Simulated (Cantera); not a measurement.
**Diamond growth**

A diamond (100) surface in a fixed gas of H2 with x(CH4) = 0.0043, x(CH3) = 3.2e-05, at 1075 K, 0.100 bar; coverages are run to steady state.

Computed with Cantera and the Harris–Goodwin 1993 mechanism for the reconstructed diamond (100) surface.

```
x(H)     growth (µm/h)  θ c6HH  θ c6H*  θ c6*H   θ c6**    θ c6HM
-------  -------------  ------  ------  ------  -------  --------
0.0001           0.257   0.595  0.0213   0.358  0.00540    0.0133
0.0002           0.505   0.562  0.0230   0.387  0.00833    0.0134
0.00042          0.898   0.543  0.0240   0.404   0.0112    0.0116
0.00086           1.33   0.535  0.0246   0.414   0.0133   0.00852
0.0018            1.73   0.532  0.0250   0.420   0.0146   0.00532
0.0036            1.99   0.531  0.0253   0.424   0.0154   0.00308
0.0074            2.15   0.531  0.0255   0.425   0.0158   0.00162
0.015             2.24   0.531  0.0257   0.426   0.0160  0.000835
0.031             2.30   0.531  0.0261   0.426   0.0161  0.000414
```
θ: site fractions in the mechanism's names (c6HH fully hydrogenated, c6H* and c6*H radical sites, c6** diradical, c6HM methylated).
